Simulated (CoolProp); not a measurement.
R22 at 293.15 K and 0.738 MPa flows at 2.7 m/s in a round tube of 50 mm bore and 15 µm roughness, fully developed (64/Re and Nu = 3.66 if laminar; Colebrook and Gnielinski if turbulent). Each further row changes one setting.

Model: reference Helmholtz-energy equation of state, Kamei 1995, in CoolProp.

```
case              Reynolds number  Darcy friction factor  pressure drop (Pa/m)  heat-transfer coefficient (W/(m² K))  mass flow (kg/h)
----------------  ---------------  ---------------------  --------------------  ------------------------------------  ----------------
as stated              (withheld)             (withheld)            (withheld)                            (withheld)               572
velocity 5.4 m/s           593000                 0.0161            (withheld)                                   262              1140
diameter 100 mm            593000                 0.0147            (withheld)                            (withheld)        (withheld)
```

### Question
What belongs in the gaps?

### Answer

- as stated, Reynolds number: 297000
- as stated, Darcy friction factor: 0.0170
- as stated, pressure drop (Pa/m): 37.1
- as stated, heat-transfer coefficient (W/(m² K)): 138
- velocity 5.4 m/s, pressure drop (Pa/m): 141
- diameter 100 mm, pressure drop (Pa/m): 16.1
- diameter 100 mm, heat-transfer coefficient (W/(m² K)): 119
- diameter 100 mm, mass flow (kg/h): 2290

Viscosity comes from a separate model (Bell 2016), an estimate that may be off by 10 % or more. Thermal conductivity comes from a separate model (McLinden 2000), an estimate that may be off by 10 % or more.
